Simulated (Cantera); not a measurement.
Thermodynamics of silicon oxide and oxynitride deposition, feed Si2H6 + O2

Charge: 1 mol Si2H6, 4.1 mol O2, held at 827 °C and 0.133 bar.

Method: chemical equilibrium by Gibbs-energy minimisation in Cantera with the NASA 1993 tables (ideal gas, pure condensed phases). Candidate condensed phases: H2O, Si, SiO2; 18 gas species. The feed counts by its element totals alone. Equilibrium is a limit: real reactors are often held back by kinetics, nucleation or transport.

The x(H2O) is 0.833. The x(O2) is 0.167 and the x(OH) is 3.07e-6. The n(SiO2(β-quartz)) is 2.00 mol and the gas amount comes out as 3.600 mol. The log10 activity of Si(s) (absent) is -32.19.
